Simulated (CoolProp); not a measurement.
Properties of cyclohexane along the isotherm 346.85 °C.

Computed with CoolProp (reference Helmholtz-energy equation of state, Zhou 2014).

```csv
p (kPa),phase,cv (kJ/(kg K)),speed of sound (m/s),Joule-Thomson coefficient (K/MPa),isothermal compressibility (1/MPa),expansivity (1/kK)
785,gas,2.664,241.1,4.388,1.338,1.878
1570,gas,2.677,229.4,4.729,0.7085,2.225
2350,gas,2.691,217.0,5.121,0.5061,2.687
3140,gas,2.708,203.6,5.583,0.4106,3.335
3920,gas,2.728,189.7,6.107,0.3618,4.253
4710,supercritical,2.752,175.1,6.688,0.3379,5.638
5490,supercritical,2.779,161.5,7.186,0.3285,7.676
6280,supercritical,2.804,152.3,7.174,0.3125,10.21
7060,supercritical,2.818,154.2,6.167,0.2580,11.48
7850,supercritical,2.817,167.8,4.709,0.1834,10.60
8630,supercritical,2.809,188.0,3.513,0.1264,8.953
9420,supercritical,2.799,211.0,2.648,0.08940,7.423
10200,supercritical,2.791,233.8,2.058,0.06664,6.261
```
